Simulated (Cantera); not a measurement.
A perfectly stirred reactor is fed with 8.53 % CH₄, 0.341 % CO, 19.1 % O₂, 72.0 % N₂, equivalence ratio 0.90, at 170000 Pa; it is adiabatic with a 625 K inlet, and is followed from long to short residence time, starting on the burning branch (τ in s: 0.41, 0.14, 0.045, 0.015, 0.0049, 0.0016, 0.00053, 0.00017, 5.8e-05).

Cantera simulation using GRI-Mech 3.0 (53 species, 325 reactions); the numbers are that mechanism's predictions, not measurements.

One state of this run: T (K) = 2329; x CH₄ = 9.36e-7; x CO = 0.00655; x O₂ = 0.0198; x NO = 0.00355; x H₂ = 0.00231; x HO₂ = 2.25e-6; x O = 0.000664. x: mole fraction; the columns are a selection and need not sum to one.

Question: Which value of τ (s) does it belong to?
A) 0.00017
B) 0.14
C) 0.0049
D) 5.8e-5

Answer: B, 0.14
